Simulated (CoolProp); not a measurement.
Properties of R1234yf along the isobar 1.01 bar.

Values from CoolProp's reference Helmholtz-energy equation of state, Lemmon 2022.

| T (K) | phase | isothermal compressibility (1/MPa) | conductivity (mW/(m K)) |
|---|---|---|---|
| 171.1 | liquid | 0.0009671 | 109 |
| 188.2 | liquid | 0.001173 | 102 |
| 205.3 | liquid | 0.001442 | 95.8 |
| 222.3 | liquid | 0.001801 | 89.4 |
| 239.4 | liquid | 0.002303 | 83.1 |
| 256.4 | gas | 10.30 | 10.3 |
| 273.5 | gas | 10.21 | 11.8 |
| 290.6 | gas | 10.15 | 13.2 |
| 307.6 | gas | 10.10 | 14.6 |
| 324.7 | gas | 10.07 | 16.1 |
| 341.8 | gas | 10.04 | 17.5 |
| 358.8 | gas | 10.02 | 19.0 |
| 375.9 | gas | 10.000 | 20.4 |
| 392.9 | gas | 9.985 | 21.8 |
| 410 | gas | 9.973 | 23.3 |

Thermal conductivity comes from a separate model (Perkins 2011).
